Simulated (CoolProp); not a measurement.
Carbon monoxide along the isobar 18500 kPa: density (kg/m³) from the reference equation and from simpler models built on Tc = 132.9 K, pc = 3498 kPa, ω = 0.050; each cubic takes its own stable root.

Model: reference Helmholtz-energy equation of state, Lemmon 2006, in CoolProp. It is a short technical equation, of lower accuracy than the large ones.

```csv
T (K),phase,reference,van der Waals,Redlich-Kwong,Soave-Redlich-Kwong
83.3,liquid,824.9,585.5,832.6,830.3
91.4,liquid,796.4,571.7,803.7,802.7
99.6,liquid,766.9,557.3,772.8,772.9
107.7,liquid,736.9,542.7,740.9,741.7
115.9,liquid,705.5,527.4,707.3,708.3
124.1,liquid,673.0,511.8,672.4,673.3
132.2,liquid,639.8,495.9,637.0,637.1
140.4,supercritical,605.1,479.5,600.4,599.2
148.5,supercritical,569.9,462.9,564.1,561.1
156.7,supercritical,533.9,445.8,527.7,522.5
164.8,supercritical,498.4,428.7,492.8,485.3
173,supercritical,463.5,411.2,459.0,449.5
181.1,supercritical,430.9,394.0,427.9,416.7
189.3,supercritical,400.3,376.7,399.0,386.6
197.4,supercritical,372.9,359.9,373.2,360.1
205.6,supercritical,348.3,343.5,349.9,336.5
```
